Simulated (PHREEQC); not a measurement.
Synthetic water in mmol/kgw, 25 °C, pH 3.08, pe 9.5:

```json
[
 {"constituent": "Na", "mmol/kgw": "4.53"},
 {"constituent": "K", "mmol/kgw": "3.51"},
 {"constituent": "Ca", "mmol/kgw": "15.4"},
 {"constituent": "Mg", "mmol/kgw": "9.39"},
 {"constituent": "Cl", "mmol/kgw": "5.34"},
 {"constituent": "S(6)", "mmol/kgw": "27.5"},
 {"constituent": "Zn", "mmol/kgw": "0.66"}
]
```

Valence states are taken as typed.

Model: ion-association model, phreeqc.dat, run in PHREEQC.

```yaml
ionic_strength: 0.0735 mol/kgw
specific_conductance: 4370 µS/cm
density: 1.001 g/cm³
total_alkalinity: -1.74 meq/kg
charge_balance_error: 0.4 %
```

```csv
species,molality,activity,log γ
SO4-2,0.0170,0.00698,-0.386
Ca+2,0.0101,0.00430,-0.371
Mg+2,0.00550,0.00242,-0.357
Cl-,0.00534,0.00421,-0.103
CaSO4,0.00526,0.00535,0.007
Na+,0.00438,0.00351,-0.095
MgSO4,0.00389,0.00396,0.007
K+,0.00335,0.00263,-0.104
H+,0.000993,0.000832,-0.077
HSO4-,0.000707,0.000565,-0.098
Zn+2,0.000373,0.000155,-0.383
ZnSO4,0.000249,0.000253,0.007
KSO4-,0.000160,0.000129,-0.093
```

This is a speciation only: nothing precipitates in the calculation. The solution is supersaturated, for example in Gypsum, so a real one may precipitate; this is no full list. Species that the database lacks are ignored.
